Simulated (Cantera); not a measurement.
**Thermodynamics of silicon nitride deposition, feed SiF₄ + NH₃**

Input: 1 mol SiF₄, a varied amount of NH₃, equilibrated at 18000 Pa.

These are equilibrium values from Cantera (NASA tables, ideal gas, pure condensed phases), not measurements of a reactor. Candidate condensed phases: Si, Si₃N₄; 37 gas species. The tables' values for SiF₂, SiF₃ are old estimates. Equilibrium is a limit: real reactors are often held back by kinetics, nucleation or transport.

Stable condensed phases:

```
T in °C \ n(NH₃) in mol
         0.15 0.22 0.31 0.46 0.67 0.97  1.4  2.1    3  4.4
    927     A    A    A    A    A    A    A    B    B    B
    877     A    A    A    A    A    A    A    B    B    B
    827     A    A    A    A    A    A    B    B    B    B
    777     A    A    A    A    A    A    B    B    B    B
    727     A    A    A    A    A    A    A    B    B    B
    677     A    A    A    A    A    A    A    B    B    B
    627     A    A    A    A    A    A    A    B    B    B
    577     A    A    A    A    A    A    A    A    B    B
    527     A    A    A    A    A    A    A    A    A    A
    477     A    A    A    A    A    A    A    A    A    A
    427     A    A    A    A    A    A    A    A    A    A
```

A: gas only; B: Si₃N₄.
